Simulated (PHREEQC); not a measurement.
Dissolve 22 mmol/kgw Ni(NO3)2, 18 mmol/kgw H3BO3 and 1 mmol/kgw HCl at 25 °C. Closed to the air; pH follows from the charge balance.

Model: ion-association model, wateq4f.dat, run in PHREEQC.

```
quantity           before    after
----------------  -------  -------
pH                   3.08     5.01
H2BO3- (mol/kgw)  1.61e-8  1.10e-8
```

Task: Name the change that produced these shifts.
A. HCl from 0.001 to 0.01 mol/kgw
B. diluted 100-fold with water
C. temperature from 25 to 80 °C
D. Ni(NO3)2 left out
E. Ni(NO3)2 from 0.022 to 0.0198 mol/kgw

Result: B, diluted 100-fold with water

Precipitation was switched off in this run.
